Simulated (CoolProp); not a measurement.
Vapour pressure (kPa) of R236FA: the reference equation beside estimates from Tc = 124.9 °C, pc = 3191 kPa, ω = 0.377. Clausius-Clapeyron is anchored at -39.05 °C with a constant enthalpy of vaporisation of 26.99 kJ/mol.

Values from CoolProp's reference Helmholtz-energy equation of state, Pan 2012.

```
T (°C)  reference  Lee-Kesler  Clausius-Clapeyron  van der Waals  Redlich-Kwong  Soave-Redlich-Kwong  Peng-Robinson
------  ---------  ----------  ------------------  -------------  -------------  -------------------  -------------
-58.55      4.206       4.092               4.398          145.2          19.30                4.174          4.458
-53.65      6.000       5.834               6.165          167.2          25.39                5.937          6.289
-48.85      8.339       8.112               8.460          191.0          32.72                8.236          8.660
-43.95      11.47       11.17               11.53          217.6          41.82                11.31          11.81
-39.05      15.51       15.13               15.51          246.6          52.76                15.29            [?]
-34.15      20.65       20.19               20.60          278.2          65.79                20.36          21.01
-29.25      27.11         [?]               27.07          312.5          81.15                26.75          27.45
-24.35      35.13         [?]               35.18          349.5          99.08                34.68          35.42
-19.45      44.96       44.29               45.26          389.3          119.8                  [?]          45.19
-14.65      56.63       55.92               57.40          431.2          143.2                56.04          56.76
```

Some entries are withheld; supply them.


- -39.05, Peng-Robinson: 15.86
- -29.25, Lee-Kesler: 26.57
- -24.35, Lee-Kesler: 34.51
- -19.45, Soave-Redlich-Kwong: 44.44

Absolute difference from the reference over all 10 rows, mean and median: Lee-Kesler 2.2 and 2.3 %, Clausius-Clapeyron 1.2 and 0.6 %, van der Waals 1613.9 and 1368.6 %, Redlich-Kwong 239.8 and 229.4 %, Soave-Redlich-Kwong 1.2 and 1.3 %, Peng-Robinson 2.4 and 2.0 %.
